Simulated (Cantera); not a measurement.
An isothermal, constant-pressure homogeneous reactor starts with NH₃ : H₂ = 1 : 0.18 (molar parts), at 1875 K and 0.0460 bar.

Model: the gas-phase N/H chemistry of the illustrative SiF4/NH3 mechanism in the Surface Chemkin manual (1991), integrated in Cantera. Walls and surfaces, which speed up NH3 decomposition in real reactors, are not modelled.

x: mole fraction; the columns are a selection and need not sum to one.

| t (s) | x NH₃ | x H₂ | x NH₂ | x N₂ | x N₂H₄ | x N₂H₂ |
|---|---|---|---|---|---|---|
| 1.00e-5 | 0.847 | 0.153 | 1.70e-6 | <1e-12 | <1e-12 | 1.27e-12 |
| 2.82e-5 | 0.847 | 0.153 | 4.99e-6 | <1e-12 | 1.14e-12 | 2.91e-11 |
| 7.93e-5 | 0.847 | 0.153 | 1.42e-5 | 4.21e-11 | 1.14e-11 | 5.32e-10 |
| 0.000223 | 0.847 | 0.153 | 4.03e-5 | 4.32e-9 | 9.85e-11 | 7.33e-9 |
| 0.000629 | 0.847 | 0.153 | 0.000113 | 2.61e-7 | 7.97e-10 | 7.97e-8 |
| 0.00177 | 0.847 | 0.153 | 0.000310 | 1.02e-5 | [?] | 7.90e-7 |
| 0.00499 | 0.846 | 0.153 | 0.000647 | 0.000241 | [?] | 4.38e-6 |
| 0.0140 | 0.840 | 0.157 | 0.000717 | 0.00161 | 3.24e-8 | 5.57e-6 |
| 0.0395 | 0.826 | 0.168 | 0.000707 | 0.00557 | 3.15e-8 | 5.41e-6 |
| 0.111 | 0.787 | 0.196 | 0.000682 | 0.0162 | 2.93e-8 | 4.98e-6 |
| 0.313 | 0.689 | 0.267 | 0.000621 | 0.0425 | [?] | 4.02e-6 |
| 0.883 | 0.492 | 0.411 | 0.000495 | 0.0959 | [?] | 2.43e-6 |
| 2.49 | 0.227 | 0.604 | 0.000294 | 0.168 | [?] | 8.65e-7 |
| 7.00 | 0.0458 | 0.737 | 9.83e-5 | 0.217 | 6.08e-10 | 1.20e-7 |

### Question
Complete the blanks.

### Answer

- 0.00177, x N₂H₄: 6.03e-9
- 0.00499, x N₂H₄: 2.64e-8
- 0.313, x N₂H₄: 2.43e-8
- 0.883, x N₂H₄: 1.54e-8
- 2.49, x N₂H₄: 5.45e-9
